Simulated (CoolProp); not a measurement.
The numbers come from the reference Helmholtz-energy equation of state, Thol 2021 in CoolProp.

**Question.** Give the vapour pressure (MPa), vapour density (kg/m³), enthalpy of vaporisation (kJ/kg) of saturated chlorine at 347.6, 366.3 K.

**Answer.** 
```json
[
 {"T (K)": "347.6", "p (MPa)": "2.43", "vapour density (kg/m³)": "77.4", "enthalpy of vaporisation (kJ/kg)": "201"},
 {"T (K)": "366.3", "p (MPa)": "3.44", "vapour density (kg/m³)": "114", "enthalpy of vaporisation (kJ/kg)": "177"}
]
```
